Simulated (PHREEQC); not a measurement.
A PHREEQC speciation (ion-association model, wateq4f.dat) at 25 °C gives pH 0.89 and these molalities:

```csv
species,mol/kgw
HSO4-,0.193
H+,0.167
SO4-2,0.0473
Mn+2,0.0394
Zn+2,0.0258
MnSO4,0.0176
ZnSO4,0.0152
Zn(SO4)2-2,0.00499
```

Task: What are the element totals, and what could have been dissolved in 1 kg of water to give them?

Result: Several could match; the one computed here: totals Mn(2) 0.0570, S(6) 0.283, Zn 0.0460 mol/kgw, from 180 mmol/kgw H2SO4, 46 mmol/kgw ZnSO4 and 57 mmol/kgw MnSO4.

Precipitation was switched off in this run.
